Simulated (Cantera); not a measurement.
**Stirred combustor or abatement burner**

A perfectly stirred reactor is fed with CH₄ : H₂ : O₂ : N₂ = 1 : 0.11 : 3.88 : 14.6 (molar parts), at 10.0 bar; it is adiabatic with a 525 K inlet, and is followed from long to short residence time, starting on the burning branch (τ in s: 0.25, 0.088, 0.031, 0.011, 0.0037, 0.0013, 0.00046, 0.00016, 5.6e-05).

Detailed kinetics in Cantera: GRI-Mech 3.0 (53 species, 325 reactions).

```
τ (s)    T (K)     x CH₄      x H₂    x O₂    x CH₂   x H₂O
-------  -----  --------  --------  ------  -------  ------
0.25      1721   2.68e-6   4.88e-6  0.0934  1.34e-9   0.108
0.088     1721   6.57e-6   8.02e-6  0.0934  3.79e-9   0.108
0.031     1719   1.50e-5   1.52e-5  0.0935  1.07e-8   0.108
0.011     1717   3.25e-5   3.06e-5  0.0936  2.91e-8   0.108
0.0037    1711   7.33e-5   6.72e-5  0.0939  8.07e-8   0.107
0.0013    1698  0.000169  0.000152  0.0947  2.03e-7   0.107
0.00046   1659  0.000509  0.000421  0.0973  4.39e-7   0.106
0.00016    525    0.0510   0.00562   0.198   <1e-12  <1e-12
5.6e-5     525    0.0510   0.00562   0.198   <1e-12  <1e-12
```
x: mole fraction; the columns are a selection and need not sum to one.
